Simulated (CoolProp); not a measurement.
Normal hydrogen at 293.15 K and 0.386 MPa is throttled through a valve to 0.242 MPa with no heat exchange. Each further row changes one setting.

Values from CoolProp's reference Helmholtz-energy equation of state, Leachman 2009.

```csv
case,temperature change (K),final density (kg/m³)
as stated,+0.0,0.200
outlet pressure 0.0726 MPa,…,…
outlet pressure 0.315 MPa,+0.0,…
```

Problem. Some entries are withheld; supply them.

Solution. 
- outlet pressure 0.0726 MPa, temperature change (K): +0.1
- outlet pressure 0.0726 MPa, final density (kg/m³): 0.0600
- outlet pressure 0.315 MPa, final density (kg/m³): 0.260
